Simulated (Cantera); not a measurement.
Cantera run:

```python
import numpy as np
import cantera as ct

gas_names = """
    CL CL2 H HCL H2 N NH NH2 NH3 N2 N2H2 N2H4 Si SiCL SiCL2 SiCL3 SiCL4 SiH SiHCL3 SiH2 SiH2CL2 SiH3
    SiH3CL SiH4 SiN Si2 Si2N Si3
""".split()
cond_names = """
    NH4CL(a) NH4CL(b) Si(cr) Si(L) Si3N4(a)
""".split()


def load(file, names, dense=False):
    # The tables refer to 1 bar. Condensed volumes are neglected.
    table = {s.name: s for s in ct.Species.list_from_file(file)}
    out = []
    for n in names:
        d = dict(table[n].input_data)
        d["thermo"] = dict(d["thermo"], **{"reference-pressure": 1e5})
        if dense:
            d["equation-of-state"] = {"model": "constant-volume", "density": "1e6 g/cm^3"}
        out.append(ct.Species.from_dict(d))
    return out


gas = ct.Solution(thermo="ideal-gas", species=load("nasa_gas.yaml", gas_names))
cond = {s.name: ct.Solution(thermo="fixed-stoichiometry", species=[s], name=s.name)
        for s in load("nasa_condensed.yaml", cond_names, dense=True)}
atoms = {
    'SiH2Cl2': {'Si': 1, 'H': 2, 'CL': 2},
    'NH3': {'N': 1, 'H': 3},
    'H2': {'H': 2},
}
top_T = {'Si3N4(a)': 2400}  # K; cautious upper limits of use, not melting points


def equilibrate(T, P, feed):
    n = {}
    for name, mol in feed.items():
        for a, k in atoms[name].items():
            n[a] = n.get(a, 0.0) + k * mol
    gas.TPX = T, P, n
    mass = sum(n.values()) * gas.mean_molecular_weight
    gas.equilibrate("TP")
    valid = [c for c in cond.values() if c.min_temp <= T <= top_T.get(c.name, c.max_temp)]
    mix = ct.Mixture([(gas, mass / gas.mean_molecular_weight)] + [(c, 0.0) for c in valid])
    mix.T, mix.P = T, P
    mix.equilibrate("TP", solver="vcs", rtol=1e-11, max_steps=5000)
    return mix


results = []
feed = {'SiH2Cl2': 1, 'NH3': 1.3, 'H2': 23}  # mol
T = 1798  # K
P = 100000  # Pa
mix = equilibrate(T, P, feed)
results.append((T, P, feed, dict(zip(mix.species_names, mix.species_moles))))
x = sorted(zip(gas.X, gas.species_names), reverse=True)
print(f"T = {T:g} K  P = {P:g} Pa  gas = {mix.phase_moles(0):.4g} mol")
print("   x: " + "  ".join(f"{s} {v:.3e}" for v, s in x if v > 0.001))
print("   condensed (mol): " + ("  ".join(f"{mix.phase(i).name} {mix.phase_moles(i):.4g}"
      for i in range(1, mix.n_phases) if mix.phase_moles(i) > 1e-12) or "none"))
```

Result:

```
T = 1798 K  P = 100000 Pa  gas = 27.18 mol
   x: H2 9.278e-01  HCL 5.339e-02  SiCL2 9.528e-03  N2 8.522e-03
   condensed (mol): Si(L) 0.1017  Si3N4(a) 0.2092
```

Method: chemical equilibrium by Gibbs-energy minimisation in Cantera with the NASA 1993 tables (ideal gas, pure condensed phases). Mutual solubility and eutectic melting of coexisting phases are not modelled. The tables' values for SiCl3, SiCl are old estimates; treat these amounts as uncertain. Gases not in the tables: Si2H6 and higher silanes.
